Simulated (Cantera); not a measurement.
Cantera run, input and output.

```python
import numpy as np
import cantera as ct

gas = ct.Solution("gri30.yaml")
gas.TP = 300, 210000
flame = ct.CounterflowDiffusionFlame(gas, width=0.02)
flame.fuel_inlet.X, flame.fuel_inlet.T = {'CH4': 1}, 300
flame.oxidizer_inlet.X, flame.oxidizer_inlet.T = {'O2': 0.21, 'N2': 0.79}, 475
flame.set_refine_criteria(ratio=3, slope=0.12, curve=0.24, prune=0.03)
show = ['OH', 'H', 'NO', 'CO', 'C2H2']

rows = []
print(f"{'mdot':>8s}{'a_max':>10s}{'a_mean':>10s}{'Tmax/K':>9s}" + "".join(f"{s:>11s}" for s in show) + "   (peak mole fractions)")
for i, mdot in enumerate([0.53, 0.72, 0.98, 1.3, 1.8, 2.5, 3.4, 4.7]):  # kg/m2/s on the oxidiser side
    flame.oxidizer_inlet.mdot, flame.fuel_inlet.mdot = mdot, 1.1 * mdot
    flame.solve(loglevel=0, auto=(i == 0))
    if flame.T.max() < max(300, 475) + 100:
        print(f"{mdot:8.3g}  no burning solution found from the previous one")
        break
    dT = np.abs(np.gradient(flame.T, flame.grid))
    rows.append([flame.strain_rate("max"), flame.strain_rate("mean"), flame.T.max(),
                 *(flame.X[gas.species_index(s)].max() for s in show), max(dT[0], dT[-1]) / dT.max()])
    print(f"{mdot:8.3g}{rows[-1][0]:10.1f}{rows[-1][1]:10.1f}{rows[-1][2]:9.1f}" + "".join(f"{x:11.3e}" for x in rows[-1][3:-1]))
```

Output:

```
    mdot     a_max    a_mean   Tmax/K         OH          H         NO         CO       C2H2   (peak mole fractions)
    0.53     201.4      38.9   2174.9  7.082e-03  2.688e-03  2.951e-04  5.027e-02  1.435e-02
    0.72     263.9      52.8   2162.7  7.172e-03  2.826e-03  2.789e-04  4.942e-02  1.343e-02
    0.98     347.3      71.8   2150.5  7.235e-03  2.962e-03  2.604e-04  4.870e-02  1.246e-02
     1.3     447.8      95.3   2140.3  7.290e-03  3.091e-03  2.422e-04  4.823e-02  1.162e-02
     1.8     600.9     132.0   2126.6  7.289e-03  3.223e-03  2.176e-04  4.784e-02  1.063e-02
     2.5     810.8     183.3   2110.1  7.207e-03  3.328e-03  1.887e-04  4.752e-02  9.650e-03
     3.4    1076.6     249.3   2091.0  7.039e-03  3.383e-03  1.580e-04  4.723e-02  8.609e-03
     4.7    1455.6     344.6   2067.7  6.769e-03  3.403e-03  1.244e-04  4.722e-02  7.506e-03
```

Detailed kinetics in Cantera: GRI-Mech 3.0 (53 species, 325 reactions). GRI-Mech 3.0 has no aromatics or soot, which form on the fuel side of real flames. The maximum strain rate includes the flame's own expansion and is several times the mean.
